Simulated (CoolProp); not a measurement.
Properties of methanol along the isobar 9.49 MPa.

The numbers come from the reference Helmholtz-energy equation of state, de Reuck 1993 in CoolProp.

```tsv
T (K)	phase	Z	isothermal compressibility (1/MPa)	expansivity (1/kK)
394.8	liquid	0.1321	0.002300	1.633
401.7	liquid	0.1314	0.002468	1.713
408.5	liquid	0.1307	0.002657	1.802
415.4	liquid	0.1302	0.002878	1.904
422.3	liquid	0.1298	0.003136	2.020
429.1	liquid	0.1296	0.003433	2.150
436	liquid	0.1295	0.003792	2.302
442.9	liquid	0.1296	0.004223	2.479
449.7	liquid	0.1299	0.004740	2.684
456.6	liquid	0.1305	0.005390	2.931
463.5	liquid	0.1313	0.006212	3.231
470.3	liquid	0.1324	0.007262	3.597
477.2	liquid	0.1340	0.008690	4.070
484.1	liquid	0.1361	0.01070	4.700
```
